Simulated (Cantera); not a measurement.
What does this Cantera script print?

```python
import numpy as np
import cantera as ct

gas = ct.Solution("gri30.yaml")
gas.TPX = 950, 15000, {'H2': 1.7, 'O2': 1, 'N2': 16, 'H2O': 0.031}
inlet = ct.Reservoir(gas, clone=True)

reactor = ct.IdealGasConstPressureReactor(gas, energy="off", clone=False)
exhaust = ct.Reservoir(gas, clone=True)
tau = [0.45, 0.24, 0.13, 0.07, 0.038, 0.02, 0.011, 0.0059, 0.0032, 0.0017][0]
for a, b in ((inlet, reactor), (reactor, exhaust)):
    ct.MassFlowController(a, b, mdot=lambda t: reactor.mass / tau)
net = ct.ReactorNet([reactor])
show = ['H2', 'O2', 'O', 'H2O', 'OH', 'NO']

rows = []
print(f"{'tau/s':>10s}{'T/K':>9s}" + "".join(f"{s:>11s}" for s in show))
for tau in [0.45, 0.24, 0.13, 0.07, 0.038, 0.02, 0.011, 0.0059, 0.0032, 0.0017]:
    net.initial_time = 0.0
    net.advance(30 * tau)
    before = gas.X
    net.advance(40 * tau)
    drift = np.max(np.abs(gas.X - before) / (gas.X + 1e-9))
    rows.append([gas.T, *gas[show].X, drift])
    print(f"{tau:10.3e}{gas.T:9.1f}" + "".join(f"{x:11.3e}" for x in gas[show].X))
```

Result:

```
     tau/s      T/K         H2         O2          O        H2O         OH         NO
 4.500e-01    950.0  1.874e-03  9.331e-03  6.932e-05  9.464e-02  7.260e-05  1.556e-07
 2.400e-01    950.0  2.671e-03  9.757e-03  1.010e-04  9.367e-02  9.224e-05  2.124e-07
 1.300e-01    950.0  3.749e-03  1.035e-02  1.443e-04  9.233e-02  1.162e-04  2.789e-07
 7.000e-02    950.0  5.244e-03  1.119e-02  2.045e-04  9.042e-02  1.462e-04  3.533e-07
 3.800e-02    950.0  7.255e-03  1.234e-02  2.850e-04  8.781e-02  1.823e-04  4.266e-07
 2.000e-02    950.0  1.012e-02  1.401e-02  3.976e-04  8.404e-02  2.278e-04  4.916e-07
 1.100e-02    950.0  1.371e-02  1.610e-02  5.324e-04  7.931e-02  2.776e-04  5.283e-07
 5.900e-03    950.0  1.865e-02  1.898e-02  7.041e-04  7.284e-02  3.358e-04  5.288e-07
 3.200e-03    950.0  2.508e-02  2.265e-02  8.942e-04  6.467e-02  3.946e-04  4.818e-07
 1.700e-03    950.0  3.388e-02  2.748e-02  1.080e-03  5.406e-02  4.449e-04  3.798e-07
```

Model: GRI-Mech 3.0 (53 species, 325 reactions), integrated in Cantera. The temperature is held fixed by assumption; the heat of reaction is taken as removed at once.
